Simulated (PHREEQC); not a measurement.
30 mol of Mirabilite (Na2SO4:10H2O) is brought to equilibrium with 1 kg of water, with rising amounts of KHSO4, at 25 °C. The system is closed to CO2. Solids allowed: Mirabilite, Arcanite, Glaserite, Misenite, Thenardite. Others were left out.

Computed with PHREEQC (Pitzer model, pitzer.dat).

| KHSO4 added (mol) | pH | dissolved Na (mol/kgw) | dissolved S (mol/kgw) | HSO4- (mol/kgw) |
|---|---|---|---|---|
| 0 | 7.39 | 3.90 | 1.95 | 3.57e-7 |
| 0.125 | 2.12 | 4.02 | 2.09 | 0.0668 |
| 0.25 | 1.82 | [?] | 2.22 | 0.133 |
| 0.375 | 1.64 | [?] | 2.35 | 0.200 |
| 0.5 | 1.52 | 4.34 | [?] | [?] |
| 0.625 | 1.43 | 4.45 | [?] | 0.330 |
| 0.75 | 1.35 | 4.56 | 2.72 | 0.394 |
| 0.875 | 1.29 | 4.66 | [?] | 0.457 |
| 1 | 1.24 | 4.77 | 2.95 | [?] |
| 1.12 | 1.19 | [?] | 3.06 | 0.576 |
| 1.25 | 1.15 | 4.97 | 3.17 | 0.637 |
| 1.38 | 1.11 | 5.07 | 3.28 | 0.696 |
| 1.5 | 1.08 | 5.16 | 3.38 | 0.750 |

Problem. Fill in the missing entries.

Solution. 
- 0.25, dissolved Na (mol/kgw): 4.13
- 0.375, dissolved Na (mol/kgw): 4.24
- 0.5, dissolved S (mol/kgw): 2.48
- 0.5, HSO4- (mol/kgw): 0.265
- 0.625, dissolved S (mol/kgw): 2.60
- 0.875, dissolved S (mol/kgw): 2.84
- 1, HSO4- (mol/kgw): 0.518
- 1.12, dissolved Na (mol/kgw): 4.86

Species that the database lacks are ignored. In brines, pH and single-ion activities rest on the MacInnes convention.
